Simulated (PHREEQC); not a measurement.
Consider water at 25 °C with 0.0031 mol HCl and 0.00021 mol MgCl2 per kg of water. Closed to the air; pH follows from the charge balance.

Computed with PHREEQC (ion-association model, phreeqc.dat).

The ionic strength comes out as 0.00373 mol/kgw. What activity coefficients do Cl-, Mg+2, H+ get?

Cl- 0.94, Mg+2 0.77, H+ 0.94.

No solid was allowed to form.
